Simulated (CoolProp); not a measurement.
A simple Rankine cycle with R114: condensing at 332.15 K, boiler at 2.24 MPa, turbine inlet 399.2 K, turbine efficiency 0.65, pump efficiency 0.6, no recuperator. Each further row changes one setting.

Computed with CoolProp (reference Helmholtz-energy equation of state, Platzer 1990). This equation is an older, rougher fit; its heat capacities, sound speeds and derivatives of the liquid may be far off and weren't checked against measurements.

```json
[
 {"case": "as stated", "thermal efficiency (%)": "7.2", "net work (kJ/kg)": "10.3", "heat in (kJ/kg)": "142", "turbine exit temperature (K)": "355.3", "volume ratio over the turbine": "5.21"},
 {"case": "turbine inlet 419.2 K", "thermal efficiency (%)": "7.3", "net work (kJ/kg)": "12.1", "heat in (kJ/kg)": "164", "turbine exit temperature (K)": "381.2", "volume ratio over the turbine": "4.66"},
 {"case": "condensing temperature 324.15 K", "thermal efficiency (%)": "8.1", "net work (kJ/kg)": "12.2", "heat in (kJ/kg)": "150", "turbine exit temperature (K)": "351.1", "volume ratio over the turbine": "6.48"},
 {"case": "boiler pressure 1.57 MPa", "thermal efficiency (%)": "5.9", "net work (kJ/kg)": "9.17", "heat in (kJ/kg)": "155", "turbine exit temperature (K)": "373.1", "volume ratio over the turbine": "3.07"},
 {"case": "turbine efficiency 0.55", "thermal efficiency (%)": "5.9", "net work (kJ/kg)": "8.38", "heat in (kJ/kg)": "142", "turbine exit temperature (K)": "357.6", "volume ratio over the turbine": "5.26"}
]
```
